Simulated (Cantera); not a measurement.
A perfectly stirred reactor is fed with CH4 : O2 : N2 = 1 : 1.33 : 5.01 (molar parts), at 13.0 bar; it is adiabatic with a 725 K inlet, and is followed from long to short residence time, starting on the burning branch (τ in s: 0.03, 0.014, 0.0065, 0.003, 0.0014, 0.00064, 0.0003, 0.00014, 6.4e-05).

Detailed kinetics in Cantera: GRI-Mech 3.0 (53 species, 325 reactions). The pressure lies above the range GRI-Mech 3.0 was tuned for (to about 10 atm).

**Question.** What does this change do: CH4 1 to 1.5 parts?

**Answer.** 
```tsv
quantity	before	after
blow-out, bracketed by the residence times tried	burning at 64.0 µs, the shortest tried	burning at 0.300 ms, out at 0.140 ms
x(CH4) at τ = 30.0 ms	0.000277	0.0177
x(O2) at τ = 30.0 ms	4.19e-5	0.000419
x(CH2) at τ = 30.0 ms	2.88e-7	1.36e-7
x(CH2O) at τ = 30.0 ms	1.28e-6	4.53e-6
x(C2H) at τ = 30.0 ms	4.34e-9	6.26e-8
x(CH4) at τ = 1.40 ms	0.00250	0.0337
x(O2) at τ = 1.40 ms	0.000754	0.00509
x(CH2) at τ = 1.40 ms	4.06e-6	1.25e-6
x(CH2O) at τ = 1.40 ms	1.67e-5	5.43e-5
x(C2H) at τ = 1.40 ms	3.28e-7	1.81e-7
```

**Question.** What does this change do: pressure from 13.0 bar to 1.00 bar?

**Answer.** 
| quantity | before | after |
|---|---|---|
| blow-out, bracketed by the residence times tried | burning at 64.0 µs, the shortest tried | burning at 0.140 ms, out at 64.0 µs |
| x(CH4) at τ = 30.0 ms | 0.000277 | 9.36e-5 |
| x(O2) at τ = 30.0 ms | 4.19e-5 | 0.000132 |
| x(CH2) at τ = 30.0 ms | 2.88e-7 | 2.07e-6 |
| x(CH2O) at τ = 30.0 ms | 1.28e-6 | 2.61e-6 |
| x(C2H) at τ = 30.0 ms | 4.34e-9 | 6.81e-9 |
| x(CH4) at τ = 1.40 ms | 0.00250 | 0.000669 |
| x(O2) at τ = 1.40 ms | 0.000754 | 0.00151 |
| x(CH2) at τ = 1.40 ms | 4.06e-6 | 2.39e-5 |
| x(CH2O) at τ = 1.40 ms | 1.67e-5 | 2.91e-5 |
| x(C2H) at τ = 1.40 ms | 3.28e-7 | 3.82e-7 |
